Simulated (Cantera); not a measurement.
Input (Python, Cantera) and output of one run.

```python
import numpy as np
import cantera as ct

gas_names = [...]  # 151 gases of nasa_gas.yaml made of C, H, N, O, Si
cond_names = """
    C(gr) C6H6(L) C7H8(L) C8H18(L),n-octa H2O(s) H2O(L) Si(cr) Si(L) SiC(b) SiO2(Lqz) SiO2(hqz) SiO2(L)
    Si2N2O(s) Si3N4(a)
""".split()


# ... load() reads the species with a 1 bar reference pressure and builds the phases ...
atoms = {
    'HMDSO': {'Si': 2, 'C': 6, 'H': 18, 'O': 1},
    'NO': {'N': 1, 'O': 1},
}
top_T = {'C(gr)': 4500, 'SiC(b)': 3050, 'Si2N2O(s)': 2100, 'Si3N4(a)': 2400}  # K; cautious upper limits of use, not melting points


# ... equilibrate(T, P, feed) seeds the gas with the atoms and calls Mixture.equilibrate('TP', solver="vcs", rtol=1e-11, max_steps=5000) ...
results = []
feed = {'HMDSO': 1, 'NO': 2.2}  # mol
P = 29000  # Pa
for T in [1073, 1098, 1123, 1148, 1173, 1198, 1223, 1248, 1273, 1298]:
    mix = equilibrate(T, P, feed)
    results.append((T, P, feed, dict(zip(mix.species_names, mix.species_moles))))
    x = sorted(zip(gas.X, gas.species_names), reverse=True)
    print(f"T = {T:g} K  P = {P:g} Pa  gas = {mix.phase_moles(0):.4g} mol")
    print("   x: " + "  ".join(f"{s} {v:.3e}" for v, s in x if v > 1e-05))
    print("   condensed (mol): " + ("  ".join(f"{mix.phase(i).name} {mix.phase_moles(i):.4g}"
          for i in range(1, mix.n_phases) if mix.phase_moles(i) > 1e-12) or "none"))
```

It prints:

```
T = 1073 K  P = 29000 Pa  gas = 9.738 mol
   x: H2 9.024e-01  N2 8.500e-02  CH4 1.085e-02  CO 1.626e-03  H2O 5.532e-05  NH3 2.683e-05
   condensed (mol): C(gr) 5.878  SiO2(hqz) 1.456  Si2N2O(s) 0.2721
T = 1098 K  P = 29000 Pa  gas = 9.765 mol
   x: H2 9.042e-01  N2 8.445e-02  CH4 8.665e-03  CO 2.551e-03  H2O 6.149e-05  NH3 2.328e-05
   condensed (mol): C(gr) 5.89  SiO2(hqz) 1.45  Si2N2O(s) 0.2752
T = 1123 K  P = 29000 Pa  gas = 9.79 mol
   x: H2 9.052e-01  N2 8.378e-02  CH4 6.975e-03  CO 3.920e-03  H2O 6.790e-05  NH3 2.028e-05
   condensed (mol): C(gr) 5.893  SiO2(hqz) 1.441  Si2N2O(s) 0.2797
T = 1148 K  P = 29000 Pa  gas = 9.816 mol
   x: H2 9.054e-01  N2 8.289e-02  CO 5.903e-03  CH4 5.657e-03  H2O 7.451e-05  NH3 1.772e-05  HCN 1.118e-05
   condensed (mol): C(gr) 5.886  SiO2(hqz) 1.428  Si2N2O(s) 0.2862
T = 1173 K  P = 29000 Pa  gas = 9.845 mol
   x: H2 9.048e-01  N2 8.170e-02  CO 8.720e-03  CH4 4.619e-03  H2O 8.122e-05  NH3 1.551e-05  HCN 1.492e-05
   condensed (mol): C(gr) 5.869  SiO2(hqz) 1.409  Si2N2O(s) 0.2956
T = 1198 K  P = 29000 Pa  gas = 9.879 mol
   x: H2 9.033e-01  N2 8.010e-02  CO 1.264e-02  CH4 3.795e-03  H2O 8.794e-05  HCN 1.961e-05  NH3 1.360e-05
   condensed (mol): C(gr) 5.837  SiO2(hqz) 1.383  Si2N2O(s) 0.3086
T = 1223 K  P = 29000 Pa  gas = 9.921 mol
   x: H2 9.008e-01  N2 7.795e-02  CO 1.800e-02  CH4 3.135e-03  H2O 9.449e-05  HCN 2.536e-05  NH3 1.191e-05
   condensed (mol): C(gr) 5.79  SiO2(hqz) 1.347  Si2N2O(s) 0.3265
T = 1248 K  P = 29000 Pa  gas = 9.974 mol
   x: H2 8.970e-01  N2 7.510e-02  CO 2.517e-02  CH4 2.601e-03  H2O 1.007e-04  HCN 3.225e-05  NH3 1.040e-05
   condensed (mol): C(gr) 5.723  SiO2(hqz) 1.299  Si2N2O(s) 0.3507
T = 1273 K  P = 29000 Pa  gas = 10.04 mol
   x: H2 8.917e-01  N2 7.140e-02  CO 3.456e-02  CH4 2.166e-03  H2O 1.063e-04  HCN 4.028e-05
   condensed (mol): C(gr) 5.631  SiO2(hqz) 1.235  Si2N2O(s) 0.3827
T = 1298 K  P = 29000 Pa  gas = 10.13 mol
   x: H2 8.848e-01  N2 6.669e-02  CO 4.654e-02  CH4 1.809e-03  H2O 1.110e-04  HCN 4.935e-05
   condensed (mol): C(gr) 5.51  SiO2(hqz) 1.152  Si2N2O(s) 0.4242
```

Cantera equilibrium calculation (NASA polynomials, part measured and part estimated; ideal gas, pure solids and liquids). The feed counts by its element totals alone. Mutual solubility and eutectic melting of coexisting phases are not modelled. The tables hold silica as quartz up to 1696 K and as liquid above; real silica turns to tridymite and cristobalite and melts near 1996 K.
